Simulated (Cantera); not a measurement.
**Sublimation and decomposition of ceramics: MgO + H₂**

Feed: 1 mol MgO, 0.039 mol H₂, equilibrated at 10.0 Pa.

Equilibrium computed with Cantera from the NASA thermochemical tables; the gas is ideal and each condensed phase is pure. Candidate condensed phases: H₂O, Mg, MgO, Mg(OH)₂; 15 gas species. Equilibrium is a limit: real reactors are often held back by kinetics, nucleation or transport.

From 1475 K to 1775 K the condensed part is MgO(s). The main Mg-bearing gas is Mg throughout.

```tsv
T (K)	x H₂	x Mg	x H₂O	x H	x OH	x MgOH	x MgH	x O	n MgO(s)
1475	0.994	0.00227	0.00227	0.00129	7.75e-8	1.23e-7	2.28e-7	8.84e-11	1.000
1500	0.992	0.00316	0.00316	0.00175	1.59e-7	2.19e-7	3.25e-7	2.44e-10	1.000
1525	0.989	0.00433	0.00433	0.00235	3.20e-7	3.80e-7	4.57e-7	6.52e-10	1.000
1550	0.985	0.00588	0.00588	0.00313	6.27e-7	6.49e-7	6.36e-7	1.69e-9	1.000
1575	0.980	0.00790	0.00790	0.00411	1.20e-6	1.09e-6	8.73e-7	4.24e-9	1.000
1600	0.974	0.0105	0.0105	0.00536	2.26e-6	1.79e-6	1.18e-6	1.04e-8	1.000
1625	0.965	0.0138	0.0138	0.00693	4.18e-6	2.90e-6	1.59e-6	2.47e-8	0.999
1650	0.955	0.0180	0.0180	0.00888	7.56e-6	4.62e-6	2.11e-6	5.73e-8	0.999
1675	0.942	0.0232	0.0232	0.0113	1.34e-5	7.25e-6	2.76e-6	1.30e-7	0.999
1700	0.926	0.0297	0.0297	0.0142	2.35e-5	1.12e-5	3.58e-6	2.88e-7	0.999
1725	0.907	0.0376	0.0376	0.0177	4.04e-5	1.70e-5	4.57e-6	6.24e-7	0.998
1750	0.884	0.0471	0.0471	0.0219	6.83e-5	2.55e-5	5.78e-6	1.33e-6	0.998
1775	0.856	0.0585	0.0584	0.0268	0.000114	3.77e-5	7.20e-6	2.78e-6	0.998
```
x: gas mole fraction; n: condensed amount in mol.
